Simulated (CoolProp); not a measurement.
Dry air along the isotherm -187.75 °C: density (kg/m³) from the reference equation and from simpler models built on Tc = -140.6 °C, pc = 3.786 MPa, ω = 0.034; each cubic takes its own stable root.

Model: reference Helmholtz-energy equation of state, Lemmon 2000, in CoolProp. It is a pseudo-pure fit of the blend.

```tsv
p (MPa)	phase	reference
2.37	liquid	851.1
4.73	liquid	857.5
7.1	liquid	863.5
9.46	liquid	869.2
11.8	liquid	874.6
14.2	liquid	879.8
16.6	liquid	884.8
18.9	liquid	889.5
21.3	liquid	894.1
23.7	liquid	898.6
26	liquid	902.7
28.4	liquid	906.9
30.8	liquid	910.9
33.1	liquid	914.7
35.5	liquid	918.5
37.9	liquid	922.2
```

**Question.** How far does each simpler model (van der Waals, Redlich-Kwong, Peng-Robinson) lie from the reference over these 16 states: mean and median of the absolute difference, and the worst?

**Answer.** 
- van der Waals: mean 27.1 %, median 26.8 %, worst -29.1 % at -187.75 °C and 2.37 MPa
- Redlich-Kwong: mean 3.6 %, median 3.7 %, worst +3.8 % at -187.75 °C and 23.7 MPa
- Peng-Robinson: mean 15.8 %, median 15.8 %, worst +16.0 % at -187.75 °C and 16.6 MPa
